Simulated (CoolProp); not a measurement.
Computed with CoolProp (reference Helmholtz-energy equation of state, Lemmon 2006). It is a short technical equation, of lower accuracy than the large ones.

### Question
For CH3F (R41), give the phase and the density (kg/m³), expansivity (1/kK), fugacity coefficient at 59.05 °C and 19.7 bar; 59.05 °C and 128 bar.

### Answer
- 59.05 °C and 19.7 bar: gas; density 27.6, expansivity 4.52, fugacity coefficient 0.891
- 59.05 °C and 128 bar: supercritical; density 520, expansivity 9.54, fugacity coefficient 0.415
